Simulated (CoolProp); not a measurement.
Computed with CoolProp (reference Helmholtz-energy equation of state, Gao 2016).

Q: For sulfur dioxide, give the phase and the density (kg/m³), cp (kJ/(kg K)), cv (kJ/(kg K)), speed of sound (m/s) at 479.6 K and 35 bar.

A: 
- 479.6 K and 35 bar: gas; density 63.3, cp 0.860, cv 0.628, speed of sound 258
